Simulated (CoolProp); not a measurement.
Saturated liquid density (kg/m³) of R1224YDZ: the reference equation beside estimates from Tc = 428.7 K, pc = 3.334 MPa, ω = 0.325. Rackett uses Z = 0.29056 − 0.08775 ω.

The numbers come from the reference Helmholtz-energy equation of state, Akasaka 2023 in CoolProp.

```
T (K)  reference  Rackett  Soave-Redlich-Kwong
-----  ---------  -------  -------------------
240.1       1509      ___                 1346
248.9       1487     1507                 1329
257.7       1466     1485                  ___
266.5       1443      ___                 1292
275.3       1421     1439                  ___
284.1       1398     1415                 1251
292.9       1374      ___                 1229
301.7       1350     1365                 1206
310.5       1325     1339                 1181
319.3       1299     1312                 1155
```

Question: Complete the blanks.

Answer: 
- 240.1, Rackett: 1529
- 257.7, Soave-Redlich-Kwong: 1311
- 266.5, Rackett: 1462
- 275.3, Soave-Redlich-Kwong: 1272
- 292.9, Rackett: 1390

Absolute difference from the reference over all 10 rows, mean and median: Rackett 1.2 and 1.2 %, Soave-Redlich-Kwong 10.7 and 10.6 %.
